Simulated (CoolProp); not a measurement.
Saturation properties of water.

Values from CoolProp's reference Helmholtz-energy equation of state, Wagner 2002.

```csv
T (K),p (bar),enthalpy of vaporisation (kJ/kg),surface tension (mN/m),liquid conductivity (mW/(m K))
404.2,?,?,52.7,683
418.3,4.174,2129,49.7,682
432.4,6.065,2084,46.6,679
446.5,?,2037,43.5,674
460.6,11.87,?,40.4,668
474.7,16.06,1934,37.1,659
488.8,21.33,?,33.9,649
502.9,?,1814,30.6,637
517,35.79,1746,27.3,623
531.2,?,1672,23.9,?
```

Problem. Fill in the missing entries.

Solution. 
- 404.2, p (bar): 2.789
- 404.2, enthalpy of vaporisation (kJ/kg): 2171
- 446.5, p (bar): 8.584
- 460.6, enthalpy of vaporisation (kJ/kg): 1987
- 488.8, enthalpy of vaporisation (kJ/kg): 1876
- 502.9, p (bar): 27.84
- 531.2, p (bar): 45.45
- 531.2, liquid conductivity (mW/(m K)): 608

It boils at 373.1 K under 1 atm.

Thermal conductivity comes from a separate model (Huber 2012). Surface tension comes from a separate correlation (Mulero 2012).
